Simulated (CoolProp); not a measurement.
A single-stage vapour-compression cycle with R365MFC: evaporating at 318.15 K (dew point), condensing at 377.15 K (bubble point), superheat 5 K, subcooling 8 K, compressor efficiency 0.8, no pressure losses. Each further row changes one setting.

Values from CoolProp's reference Helmholtz-energy equation of state, Lemmon 2016.

```tsv
case	cooling COP	pressure ratio	discharge temperature (K)	refrigerating effect (kJ/kg)	volumetric capacity (kJ/m³)
as stated	3.26	5.38	377.1	115	803
evaporating temperature 323.15 K	[?]	4.54	377.1	[?]	[?]
condensing temperature 372.15 K	3.72	[?]	372.1	123	857
subcooling 13 K	3.48	5.38	377.1	123	857
superheat 15 K	[?]	5.38	377.1	[?]	[?]
compressor efficiency 0.7	2.85	5.38	377.1	115	803
```

Question: What belongs in the gaps?

Answer: 
- evaporating temperature 323.15 K, cooling COP: 3.75
- evaporating temperature 323.15 K, refrigerating effect (kJ/kg): 120
- evaporating temperature 323.15 K, volumetric capacity (kJ/m³): 982
- condensing temperature 372.15 K, pressure ratio: 4.77
- superheat 15 K, cooling COP: 3.37
- superheat 15 K, refrigerating effect (kJ/kg): 126
- superheat 15 K, volumetric capacity (kJ/m³): 846

The compression ends wet for: as stated; evaporating temperature 323.15 K; condensing temperature 372.15 K; subcooling 13 K; superheat 15 K; compressor efficiency 0.7.
